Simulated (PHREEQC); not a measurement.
Consider water at 66 °C with 0.1 mol/kgw KCl and 0.0034 mol/kgw Sr(NO3)2. Closed to the air; pH follows from the charge balance.

All values are PHREEQC results (ion-association model, wateq4f.dat), not measurements.

```
Property               Result
--------------  -------------
ionic strength  0.110 mol/kgw
```

| species | molality | activity | log γ |
|---|---|---|---|
| Cl- | 0.100 | 0.0741 | -0.130 |
| K+ | 0.100 | 0.0741 | -0.130 |
| NO3- | 0.00680 | 0.00495 | -0.138 |
| Sr+2 | 0.00340 | 0.00121 | -0.450 |
| H+ | 4.60e-7 | 3.72e-7 | -0.092 |
| OH- | 4.59e-7 | 3.39e-7 | -0.132 |

Precipitation was switched off in this run. Species that the database lacks are ignored. At this temperature some constants are extrapolated from 25 °C, and those without enthalpy data are left unchanged.
